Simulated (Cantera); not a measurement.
**Low-pressure radical oxidation in H2/O2**

An isothermal, constant-pressure homogeneous reactor starts with 9.91 % H2, 90.1 % O2, at 1075 K and 0.0267 bar.

Model: GRI-Mech 3.0 (53 species, 325 reactions), integrated in Cantera. Radical loss at walls, strong at low pressure, is not modelled. The temperature is held fixed by assumption; the heat of reaction is taken as removed at once.

```json
[
 {"t (s)": "6.00e-5", "x H2": "0.0991", "x O2": "0.901", "x O": "3.38e-10", "x HO2": "7.05e-10", "x H": "6.04e-10"},
 {"t (s)": "0.000142", "x H2": "0.0991", "x O2": "0.901", "x O": "1.94e-9", "x HO2": "1.69e-9", "x H": "2.20e-9"},
 {"t (s)": "0.000334", "x H2": "0.0991", "x O2": "0.901", "x O": "2.76e-8", "x HO2": "4.55e-9", "x H": "2.70e-8"},
 {"t (s)": "0.000789", "x H2": "0.0991", "x O2": "0.901", "x O": "8.18e-6", "x HO2": "2.07e-7", "x H": "7.88e-6"},
 {"t (s)": "0.00186", "x H2": "0.0123", "x O2": "0.854", "x O": "0.0289", "x HO2": "1.65e-5", "x H": "0.0290"},
 {"t (s)": "0.00440", "x H2": "0.00180", "x O2": "0.873", "x O": "0.0189", "x HO2": "1.58e-5", "x H": "0.00854"},
 {"t (s)": "0.0104", "x H2": "0.000462", "x O2": "0.890", "x O": "0.00490", "x HO2": "1.12e-5", "x H": "0.00102"},
 {"t (s)": "0.0245", "x H2": "8.08e-5", "x O2": "0.895", "x O": "0.000868", "x HO2": "5.10e-6", "x H": "7.30e-5"},
 {"t (s)": "0.0578", "x H2": "1.35e-5", "x O2": "0.895", "x O": "0.000153", "x HO2": "1.65e-6", "x H": "5.38e-6"},
 {"t (s)": "0.136", "x H2": "2.59e-6", "x O2": "0.896", "x O": "3.20e-5", "x HO2": "4.69e-7", "x H": "5.19e-7"},
 {"t (s)": "0.322", "x H2": "6.09e-7", "x O2": "0.896", "x O": "8.24e-6", "x HO2": "1.40e-7", "x H": "6.80e-8"},
 {"t (s)": "0.760", "x H2": "1.73e-7", "x O2": "0.896", "x O": "2.51e-6", "x HO2": "4.63e-8", "x H": "1.14e-8"},
 {"t (s)": "1.79", "x H2": "5.61e-8", "x O2": "0.896", "x O": "8.54e-7", "x HO2": "1.68e-8", "x H": "2.26e-9"},
 {"t (s)": "4.24", "x H2": "2.00e-8", "x O2": "0.896", "x O": "3.14e-7", "x HO2": "6.76e-9", "x H": "5.04e-10"},
 {"t (s)": "10.0", "x H2": "7.58e-9", "x O2": "0.896", "x O": "1.21e-7", "x HO2": "3.31e-9", "x H": "1.21e-10"}
]
```
x: mole fraction; the columns are a selection and need not sum to one.

Equilibrium at this temperature and pressure: H2 4.76e-10, O2 0.896, O 7.65e-9, HO2 3.48e-9, H 1.97e-12 (gas phase only).
